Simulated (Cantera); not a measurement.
An adiabatic, constant-volume homogeneous reactor starts with 3.33 % C3H8, 20.3 % O2, 76.3 % N2, at 1100 K and 4.93 atm.

Computed with Cantera and GRI-Mech 3.0 (53 species, 325 reactions). GRI-Mech 3.0 was tuned for natural gas; its chemistry of propane as a main component is partial and can be far from experiment.

Q: Predict: time of steepest temperature rise; temperature at 1.00 s; equilibrium temperature; x(O2) at 1.00 s; x(HO2) at 1.00 s; x(CO2) at 1.00 s; x(NO) at 1.00 s.

A: 
```
Property                                                            Result
---------------------------------  ---------------------------------------
time of steepest temperature rise                                  17.9 ms
temperature at 1.00 s                                               2840 K
equilibrium temperature                                             2840 K
x(O2) at 1.00 s                      0.0348 (gas-phase equilibrium 0.0348)
x(HO2) at 1.00 s                   1.66e-5 (gas-phase equilibrium 1.66e-5)
x(CO2) at 1.00 s                     0.0753 (gas-phase equilibrium 0.0753)
x(NO) at 1.00 s                      0.0151 (gas-phase equilibrium 0.0151)
```
